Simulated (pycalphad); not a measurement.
Source of the numbers: pycalphad with the COST 507 light-alloy database (1999); pressure 1 atm. The data set is of 1999 and partly superseded. Diffusion is slow at the low end, where real alloys seldom reach equilibrium.

**Al-1.172Fe-0.2897Si (wt.%): equilibrium cooling sequence**

| T (°C) | phases above | phases below |
|---|---|---|
| 654.7 | liquid | fcc + liquid |
| 651.5 | fcc + liquid | AL13FE4 + fcc + liquid |
| 637.0 | AL13FE4 + fcc + liquid | AL13FE4 + fcc |
| 599.1 | AL13FE4 + fcc | AL13FE4 + ALFESI_ALPHA + fcc |
| 458.1 | AL13FE4 + ALFESI_ALPHA + fcc | ALFESI_ALPHA + fcc |

Changes were sought between steps of 25 K, so a narrower field can be missed.

Database names, with the compositions (at.%) that they take in these runs: AL13FE4: Al 76 Fe 24; ALFESI_ALPHA: Al 72-74 Fe 19 Si 7-9.
